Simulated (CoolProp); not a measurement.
Vapour-liquid equilibrium of R134a (1) + R236FA (2) at 23 kPa; x and y are mole fractions of (1).

Computed with CoolProp (multi-fluid Helmholtz-energy mixture model, Tillner-Roth 1994 and Pan 2012; pair parameters Bell 2016).

Task: Give the bubble temperature and the first vapour's composition at x = 0.275, 0.35, 0.5. Is there an azeotrope?

Result: x = 0.275: -41.2 °C, y = 0.566; x = 0.35: -43.0 °C, y = 0.653; x = 0.5: -46.3 °C, y = 0.782. No azeotrope shows between x = 0.05 and 0.95.

Pair parameters are fitted to limited data, so mixtures are less certain than the pure fluids.
